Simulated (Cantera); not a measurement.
An adiabatic, constant-pressure homogeneous reactor starts with C3H8 : O2 : N2 = 1 : 3.57 : 13.4 (molar parts), equivalence ratio 1.4, at 1523 K and 2800000 Pa. Integrator tolerance rtol = 1e-08.

Cantera simulation using GRI-Mech 3.0 (53 species, 325 reactions); the numbers are that mechanism's predictions, not measurements. GRI-Mech 3.0 was tuned for natural gas; its chemistry of propane as a main component is partial and can be far from experiment. The pressure lies above the range GRI-Mech 3.0 was tuned for (to about 10 atm).

**Question.** What does this change do: pressure from 2800000 Pa to 2400000 Pa?

**Answer.** 
```csv
quantity,before,after
time of steepest temperature rise,9.04 µs,9.93 µs
temperature at 10.0 s,2976 K,2970 K
equilibrium temperature,2976 K,2970 K
x(C3H8) at 10.0 s,<1e-12 (gas-phase equilibrium <1e-12),<1e-12 (gas-phase equilibrium <1e-12)
x(O2) at 10.0 s,0.000692 (gas-phase equilibrium 0.000692),0.000762 (gas-phase equilibrium 0.000762)
x(HO2) at 10.0 s,1.54e-6 (gas-phase equilibrium 1.54e-6),1.57e-6 (gas-phase equilibrium 1.57e-6)
x(CH3) at 10.0 s,5.91e-11 (gas-phase equilibrium 6.77e-11),4.73e-11 (gas-phase equilibrium 5.43e-11)
x(C2H) at 10.0 s,<1e-12 (gas-phase equilibrium <1e-12),<1e-12 (gas-phase equilibrium <1e-12)
```

**Question.** What does this change do: initial temperature 1523 to 1048 K?

**Answer.** 
```
quantity                                                              before                                      after
---------------------------------  -----------------------------------------  -----------------------------------------
time of steepest temperature rise                                    9.04 µs                                    10.6 ms
temperature at 10.0 s                                                 2976 K                                     2628 K
equilibrium temperature                                               2976 K                                     2628 K
x(C3H8) at 10.0 s                      <1e-12 (gas-phase equilibrium <1e-12)      <1e-12 (gas-phase equilibrium <1e-12)
x(O2) at 10.0 s                    0.000692 (gas-phase equilibrium 0.000692)    4.86e-5 (gas-phase equilibrium 4.86e-5)
x(HO2) at 10.0 s                     1.54e-6 (gas-phase equilibrium 1.54e-6)    1.04e-7 (gas-phase equilibrium 1.04e-7)
x(CH3) at 10.0 s                   5.91e-11 (gas-phase equilibrium 6.77e-11)  5.66e-11 (gas-phase equilibrium 6.31e-11)
x(C2H) at 10.0 s                       <1e-12 (gas-phase equilibrium <1e-12)      <1e-12 (gas-phase equilibrium <1e-12)
```

**Question.** What does this change do: pressure from 2800000 Pa to 130000 Pa?

**Answer.** 
| quantity | before | after |
|---|---|---|
| time of steepest temperature rise | 9.04 µs | 58.8 µs |
| temperature at 10.0 s | 2976 K | 2802 K |
| equilibrium temperature | 2976 K | 2802 K |
| x(C3H8) at 10.0 s | <1e-12 (gas-phase equilibrium <1e-12) | <1e-12 (gas-phase equilibrium <1e-12) |
| x(O2) at 10.0 s | 0.000692 (gas-phase equilibrium 0.000692) | 0.00305 (gas-phase equilibrium 0.00305) |
| x(HO2) at 10.0 s | 1.54e-6 (gas-phase equilibrium 1.54e-6) | 1.48e-6 (gas-phase equilibrium 1.48e-6) |
| x(CH3) at 10.0 s | 5.91e-11 (gas-phase equilibrium 6.77e-11) | <1e-12 (gas-phase equilibrium <1e-12) |
| x(C2H) at 10.0 s | <1e-12 (gas-phase equilibrium <1e-12) | <1e-12 (gas-phase equilibrium <1e-12) |
